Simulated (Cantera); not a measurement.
A Cantera script and what it prints.

```python
import numpy as np
import cantera as ct

gas_names = """
    N NO NO2 NO3 N2 N2O O O2 O3 Zr ZrN ZrO ZrO2
""".split()
cond_names = """
    Zr(a) Zr(b) Zr(L) ZrN(s) ZrN(L) ZrO2(a) ZrO2(b) ZrO2(L)
""".split()


# ... load() reads the species with a 1 bar reference pressure and builds the phases ...
atoms = {
    'Zr': {'Zr': 1},
    'O2': {'O': 2},
    'N2': {'N': 2},
}
top_T = {}  # K; cautious upper limits of use, not melting points


# ... equilibrate(T, P, feed) seeds the gas with the atoms and calls Mixture.equilibrate('TP', solver="vcs", rtol=1e-11, max_steps=5000) ...
results = []
feed = {'Zr': 1, 'O2': 0.025, 'N2': 2.8}  # mol
T = 1800  # K
P = 2200  # Pa
mix = equilibrate(T, P, feed)
results.append((T, P, feed, dict(zip(mix.species_names, mix.species_moles))))
print(gas.report(threshold=0.0001))
for i in range(1, mix.n_phases):
    print(f"{mix.phase(i).name:16s} {mix.phase_moles(i):12.5e} mol")
```

It prints:

```
       temperature   1800 K
          pressure   2200 Pa
           density   0.004118 kg/m^3
  mean mol. weight   28.014 kg/kmol
   phase of matter   gas

                          1 kg             1 kmol
                     ---------------   ---------------
          enthalpy        1.7466e+06        4.8929e+07  J
   internal energy        1.2124e+06        3.3963e+07  J
           entropy            9995.2           2.8e+05  J/K
    Gibbs function       -1.6245e+07       -4.5508e+08  J
 heat capacity c_p            1270.6             35593  J/K
 heat capacity c_v            973.76             27279  J/K

                      mass frac. Y      mole frac. X     chem. pot. / RT
                     ---------------   ---------------   ---------------
                N2                 1                 1           -30.407
     [  +12 minor]        8.4403e-10        5.7119e-10

Zr(b)             0.00000e+00 mol
ZrN(s)            9.75000e-01 mol
ZrO2(b)           2.50000e-02 mol
```

Cantera equilibrium calculation (NASA polynomials, part measured and part estimated; ideal gas, pure solids and liquids). Mutual solubility and eutectic melting of coexisting phases are not modelled. ZrN: taken at fixed stoichiometry. Condensed phases not in the tables: solid solutions among these carbides, nitrides and lower oxides.
